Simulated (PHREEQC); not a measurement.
Dissolve 3.8 mmol/kgw NH3 and 1.2 mmol/kgw K2SiO3 at 25 °C. Closed to the air; pH follows from the charge balance.

Model: ion-association model, phreeqc.dat, run in PHREEQC.

```
Item                        Value
----------------  ---------------
pH                          11.09
ionic strength    0.00247 mol/kgw
total alkalinity      6.20 meq/kg
```

```csv
species,molality,activity,log γ
NH3,0.00374,0.00375,0.000
K+,0.00240,0.00227,-0.024
OH-,0.00130,0.00123,-0.024
H3SiO4-,0.00113,0.00107,-0.024
H4SiO4,5.94e-5,5.94e-5,0.000
NH4+,5.70e-5,5.38e-5,-0.024
H2SiO4-2,1.10e-5,8.88e-6,-0.093
```

No solid was allowed to form.
